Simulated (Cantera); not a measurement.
Feed: 1 mol SiHCl₃, 0.59 mol HCl, 8 mol H₂, equilibrated at 1548 K and 248 Torr.

Cantera equilibrium calculation (NASA polynomials, part measured and part estimated; ideal gas, pure solids and liquids). Candidate condensed phases: Si; 19 gas species. The tables' values for SiCl₃ are old estimates; treat these amounts as uncertain. Rates play no part.

What is the equilibrium state?


```json
{
  "x(H₂)": "0.775",
  "x(HCl)": "0.131",
  "x(SiCl₂)": "0.0733",
  "x(SiCl₃)": "0.0115",
  "x(SiCl₄)": "0.00509",
  "x(SiHCl₃)": "0.00369",
  "x(SiH₂Cl₂)": "0.000435",
  "x(H)": "4.72e-5",
  "x(SiH₃Cl)": "1.52e-5",
  "n(Si(s))": "0.0189 mol",
  "gas_amount": "10.43 mol"
}
```
